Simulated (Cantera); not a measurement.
A closed system holds: 1 mol Al(CH3)3, 2.8 mol N2, 2.9 mol N2O, 0.0056 mol H2O, at 690 Torr.

Cantera equilibrium calculation (NASA polynomials, part measured and part estimated; ideal gas, pure solids and liquids). Candidate condensed phases: Al, AlN, Al2O3, C, C6H6, C7H8, C8H18, H2O; 148 gas species. The feed counts by its element totals alone. Mutual solubility and eutectic melting of coexisting phases are not modelled. Rates play no part.

x: gas mole fraction; n: condensed amount in mol.

```
T (K)   x N2   x H2    x CO     x H2O     x CH4  n Al2O3(s)  n C(graphite)  n AlN(s)
-----  -----  -----  ------  --------  --------  ----------  -------------  --------
975    0.511  0.356  0.0926    0.0182    0.0147       0.500           1.72         0
1050   0.499  0.373   0.111       [?]       [?]       0.500           1.62         0
1125   0.494  0.380   0.118       [?]       [?]       0.500           1.59         0
1200   0.493  0.384   0.120   0.00110   0.00214       0.500           1.58         0
1275   0.492  0.386   0.121  0.000499   0.00127       0.500           1.59         0
1350   0.491  0.387   0.121  0.000246  0.000792       0.500           1.59         0
1425   0.491  0.387   0.121  0.000131  0.000519       0.500           1.59         0
1500   0.491  0.387   0.121   7.40e-5  0.000354       0.500           1.59         0
1575   0.491  0.387   0.121   4.43e-5  0.000251       0.500           1.58         0
1650   0.490  0.387   0.121   2.77e-5  0.000183       0.500           1.58         0
1725   0.485  0.385   0.128   1.90e-5  0.000136       0.472           1.49    0.0555
```

**Question.** Complete the blanks.

**Answer.** 
- 1050, x H2O: 0.00693
- 1050, x CH4: 0.00732
- 1125, x H2O: 0.00265
- 1125, x CH4: 0.00384
